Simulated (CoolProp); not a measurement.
Properties of CH3F (R41) along the isotherm 347.1 K (Tc = 317.3 K, pc = 5.906 MPa, ω = 0.200).

Model: reference Helmholtz-energy equation of state, Lemmon 2006, in CoolProp. It is a short technical equation, of lower accuracy than the large ones.

| p (MPa) | phase | density (kg/m³) | cv (kJ/(kg K)) | Joule-Thomson coefficient (K/MPa) | isothermal compressibility (1/MPa) | expansivity (1/kK) |
|---|---|---|---|---|---|---|
| 0.028 | gas | 0.3307 | 0.9452 | 11.70 | 35.76 | 2.894 |
| 0.0638 | gas | 0.7548 | 0.9464 | 11.69 | 15.72 | 2.911 |
| 0.145 | gas | 1.722 | 0.9491 | 11.68 | 6.947 | 2.951 |
| 0.33 | gas | 3.957 | 0.9553 | 11.64 | 3.081 | 3.043 |
| 0.752 | gas | [?] | 0.9697 | 11.56 | 1.383 | [?] |
| 1.71 | gas | 22.10 | 1.004 | 11.35 | [?] | 3.871 |
| 3.89 | gas | 58.02 | 1.096 | 10.72 | 0.3320 | 6.010 |
| 8.86 | supercritical | 236.7 | [?] | 6.755 | 0.2786 | 27.48 |

Task: Some entries are withheld; supply them.

Result: 
- 0.752, density (kg/m³): 9.217
- 0.752, expansivity (1/kK): 3.268
- 1.71, isothermal compressibility (1/MPa): 0.6429
- 8.86, cv (kJ/(kg K)): 1.366
